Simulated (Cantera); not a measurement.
A perfectly stirred reactor is fed with CH3OH : O2 : N2 = 1 : 2.83 : 10.6 (molar parts), equivalence ratio 0.53, at 3750 Torr; it is adiabatic with a 600 K inlet, and is followed from long to short residence time, starting on the burning branch (τ in s: 0.22, 0.071, 0.023, 0.0072, 0.0023, 0.00072, 0.00023, 7.3e-05, 2.3e-05, 7.3e-06).

Model: GRI-Mech 3.0 (53 species, 325 reactions), integrated in Cantera. GRI-Mech 3.0 was tuned for natural gas; its chemistry of methanol as a main component is partial and can be far from experiment.

```json
[
 {"quantity": "blow-out, bracketed by the residence times tried", "before": "burning at 0.230 ms, out at 73.0 µs", "after": "burning at 0.720 ms, out at 0.230 ms"},
 {"quantity": "x(CH3OH) at τ = 0.220 s", "before": "7.36e-7", "after": "9.91e-7"},
 {"quantity": "x(O2) at τ = 0.220 s", "before": "0.0889", "after": "0.145"},
 {"quantity": "x(CH2) at τ = 0.220 s", "before": "1.71e-10", "after": "5.94e-11"},
 {"quantity": "x(CH2O) at τ = 0.220 s", "before": "5.50e-7", "after": "7.03e-7"},
 {"quantity": "x(O) at τ = 0.220 s", "before": "2.73e-5", "after": "1.91e-5"},
 {"quantity": "x(CH3OH) at τ = 0.720 ms", "before": "5.88e-5", "after": "9.71e-5"},
 {"quantity": "x(O2) at τ = 0.720 ms", "before": "0.0904", "after": "0.147"},
 {"quantity": "x(CH2) at τ = 0.720 ms", "before": "1.39e-8", "after": "5.00e-9"},
 {"quantity": "x(CH2O) at τ = 0.720 ms", "before": "4.76e-5", "after": "7.42e-5"},
 {"quantity": "x(O) at τ = 0.720 ms", "before": "0.000361", "after": "0.000221"}
]
```

### Question
Name the change that produced these shifts.
A) N2 10.6 to 15 parts
B) O2 2.83 to 3.8 parts
C) pressure from 3750 Torr to 383 Torr
D) pressure from 3750 Torr to 750 Torr

### Answer
B, O2 2.83 to 3.8 parts
